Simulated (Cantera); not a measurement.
Input (Python, Cantera) and output of one run.

```python
import numpy as np
import cantera as ct

gas_names = """
    O3 ZrO2 N2
""".split()
cond_names = """
    ZrN(s) ZrN(L)
""".split()


# ... load() reads the species with a 1 bar reference pressure and builds the phases ...
species = {s.name: s for s in load("nasa_gas.yaml", gas_names) + load("nasa_condensed.yaml", cond_names)}
# Each term lists the table entries of one substance; the one whose range holds T is used.
reactions = {
    '4 O3(g) + 6 ZrN = 6 ZrO2(g) + 3 N2(g)':
        [(-4, ['O3']), (-6, ['ZrN(s)', 'ZrN(L)']), (6, ['ZrO2']), (3, ['N2'])],
}


def pick(names, T):
    return next(species[n] for n in names if species[n].thermo.min_temp <= T <= species[n].thermo.max_temp)


results = []
for label, terms in reactions.items():
    print(label)
    print("     T/K   dH/kJ  dS/(J/K)   dG/kJ   log10 K")
    for T in [1198, 1298, 1398, 1498, 1598, 1698, 1798, 1898, 1998, 2098]:
        used = [(nu, pick(names, T)) for nu, names in terms]
        dH = sum(nu * s.thermo.h(T) for nu, s in used) / 1e6
        dS = sum(nu * s.thermo.s(T) for nu, s in used) / 1e3
        dG = dH - T * dS / 1e3
        logK = -dG * 1e6 / (ct.gas_constant * T * np.log(10))
        results.append((label, T, dH, dS, dG, logK, [s.name for _, s in used]))
        print(f"{T:8g} {dH:8.1f} {dS:8.1f} {dG:8.1f} {logK:8.2f}")
```

Output:

```
4 O3(g) + 6 ZrN = 6 ZrO2(g) + 3 N2(g)
     T/K   dH/kJ  dS/(J/K)   dG/kJ   log10 K
    1198   -171.1    917.6  -1270.5    55.39
    1298   -182.1    908.8  -1361.8    54.80
    1398   -193.7    900.3  -1452.2    54.26
    1498   -205.9    891.8  -1541.8    53.76
    1598   -219.0    883.3  -1630.6    53.30
    1698   -233.1    874.8  -1718.5    52.86
    1798   -248.3    866.1  -1805.6    52.45
    1898   -264.7    857.3  -1891.7    52.06
    1998   -282.2    848.2  -1977.0    51.68
    2098   -301.1    839.0  -2061.4    51.32
```

Source: NASA polynomial tables (part measured, part estimated), evaluated in Cantera. ZrN: taken at fixed stoichiometry. Condensed species are held in their standard states even where they would react or evaporate.
